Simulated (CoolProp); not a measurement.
Vapour-liquid equilibrium of dimethyl ether (1) + n-butane (2) at 121 kPa; x and y are mole fractions of (1).

The numbers come from the multi-fluid Helmholtz-energy mixture model, Wu 2011 and Bücker 2006; pair parameters Bell 2016 in CoolProp.

**Question.** Give the bubble temperature and the first vapour's composition at x = 0.15, 0.25, 0.75. Is there an azeotrope?

**Answer.** x = 0.15: 267.8 K, y = 0.394; x = 0.25: 263.8 K, y = 0.533; x = 0.75: 254.6 K, y = 0.853. No azeotrope shows between x = 0.05 and 0.95.

The pair parameters rest on a limited set of measurements; away from them the model extrapolates.
